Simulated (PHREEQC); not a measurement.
AlCl3 is added in steps, without added water, to 1 kg of water holding 0.0011 mol HF, 3.3e-05 mol (CH3)4NF, 0.00013 mol H4SiO4 and 0.039 mol H2SO4, at 20 °C. Oxygen alone is held at its pressure in air (log pO2 = -0.68). The system is closed to CO2. The run lets Boehmite, SiO2(a), Basaluminite precipitate or redissolve, and no other solid.

Base run: PHREEQC, ion-association model, wateq4f.dat. Each further column changes one thing. The table gives HF (mol/kgw).

| AlCl3 added (mol) | base | database phreeqc.dat | Davies equation for every ion | all activity coefficients set to 1 |
|---|---|---|---|---|
| 0 | 0.00110 | 0.00111 | 0.00110 | 0.00111 |
| 0.0117 | 5.80e-6 | 5.82e-6 | 6.33e-6 | 1.23e-5 |
| 0.0273 | 1.77e-6 | 1.78e-6 | 2.24e-6 | 3.09e-6 |
| 0.039 | 1.05e-6 | 1.05e-6 | 1.47e-6 | 1.37e-6 |
| 0.0507 | 7.15e-7 | 7.21e-7 | 1.08e-6 | 7.28e-7 |
| 0.0663 | 4.89e-7 | 4.95e-7 | 7.83e-7 | 4.10e-7 |
| 0.078 | 3.91e-7 | 3.95e-7 | 6.41e-7 | 3.03e-7 |

(CH3)4N+ isn't in the database: it is added as a free cation with an ion size of 4 Å. SiF6-2 is the database's only silicon fluoride. Fluoro complexes past AlF4- and FeF3 are missing from the database. phreeqc.dat and wateq4f.dat share most of their constants, so their agreement is no independent check. Solids allowed in the column 'database phreeqc.dat': Chalcedony, Al(OH)3(a).
